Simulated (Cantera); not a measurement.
What does this Cantera script print?

```python
import numpy as np
import cantera as ct

gas = ct.Solution("h2o2.yaml")
gas.TPX = 450, 101325, {'H2': 1, 'O2': 0.278, 'N2': 0.778}
flame = ct.FreeFlame(gas, width=0.04)
flame.set_refine_criteria(ratio=3, slope=0.08, curve=0.16)
flame.transport_model = "mixture-averaged"
flame.solve(loglevel=0, auto=True)
z, T = flame.grid, flame.T
thick = (T[-1] - T[0]) / np.gradient(T, z).max()
show = ['H2', 'O2', 'H2O', 'H2O2', 'OH', 'HO2']
print(f"laminar burning velocity  {flame.velocity[0] * 100:.3f} cm/s")
print(f"burnt temperature         {T[-1]:.1f} K")
print(f"thermal thickness         {thick * 1e3:.4f} mm")
print(f"grid points               {len(z)}")
z0 = z[flame.heat_release_rate.argmax()]
print(f"{'z/mm':>9s}{'T/K':>9s}{'u/(m/s)':>9s}" + "".join(f"{s:>11s}" for s in show))
rows = []
for k in (-3, -2, -1.5, -1, -0.5, -0.25, 0, 0.25, 0.5, 1, 2, 4, 8):
    zz = z0 + k * thick
    rows.append([k * thick, np.interp(zz, z, T), np.interp(zz, z, flame.velocity),
                 *(np.interp(zz, z, flame.X[gas.species_index(s)]) for s in show)])
    print(f"{rows[-1][0] * 1e3:9.3f}{rows[-1][1]:9.1f}{rows[-1][2]:9.3f}" + "".join(f"{x:11.3e}" for x in rows[-1][3:]))
```

Output:

```
laminar burning velocity  704.948 cm/s
burnt temperature         2422.8 K
thermal thickness         0.3792 mm
grid points               118
     z/mm      T/K  u/(m/s)         H2         O2        H2O       H2O2         OH        HO2
   -1.138    450.0    7.049  4.864e-01  1.352e-01  3.895e-14  3.347e-16  2.557e-17  2.867e-14
   -0.758    450.0    7.049  4.864e-01  1.352e-01  5.707e-12  2.297e-14  3.601e-15  5.262e-12
   -0.569    450.0    7.049  4.864e-01  1.352e-01  1.424e-10  6.800e-13  8.095e-14  1.526e-10
   -0.379    450.0    7.050  4.864e-01  1.352e-01  3.109e-08  2.264e-10  1.841e-11  4.713e-08
   -0.190    465.0    7.255  4.837e-01  1.355e-01  3.353e-04  4.437e-06  3.193e-05  2.017e-04
   -0.095    739.9   11.214  4.479e-01  1.298e-01  2.142e-02  3.956e-05  1.028e-03  2.529e-04
    0.000   1218.2   17.841  3.329e-01  8.865e-02  1.136e-01  3.834e-06  2.818e-03  9.062e-05
    0.095   1534.5   22.271  2.241e-01  2.550e-02  2.323e-01  1.625e-06  6.323e-03  2.487e-05
    0.190   1672.2   24.118  1.966e-01  6.248e-03  2.706e-01  9.997e-07  7.625e-03  5.857e-06
    0.379   1804.7   25.802  1.988e-01  2.080e-03  2.809e-01  5.984e-07  8.650e-03  1.888e-06
    0.758   1943.0   27.495  2.087e-01  1.424e-03  2.856e-01  3.309e-07  9.038e-03  1.236e-06
    1.517   2080.5   29.125  2.185e-01  9.071e-04  2.911e-01  1.764e-07  8.572e-03  7.886e-07
    3.034   2203.1   30.536  2.270e-01  4.991e-04  2.969e-01  9.604e-08  7.288e-03  4.626e-07
```

Cantera simulation using the H2/O2 subset of GRI-Mech 3.0, which has no nitrogen chemistry; the numbers are that mechanism's predictions, not measurements. Burning velocities carry a grid error of a few per cent, more on coarse grids.
